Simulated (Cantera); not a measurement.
Input: 1 mol C₂F₆, 0.043 mol F₂, 3.4 mol H₂, equilibrated at 1175 K and 4.40 Pa.

Method: chemical equilibrium by Gibbs-energy minimisation in Cantera with the NASA 1993 tables (ideal gas, pure condensed phases). Candidate condensed phases: C, C₆H₆, C₇H₈, C₈H₁₈; 95 gas species. The feed counts by its element totals alone. The numbers say what is thermodynamically allowed, not how fast it happens.

### Question
What is the equilibrium state?

### Answer
x(HF): 0.945
x(H₂): 0.0554
x(H): 4.35e-6
n(C(graphite)): 2.00 mol
gas amount: 6.443 mol
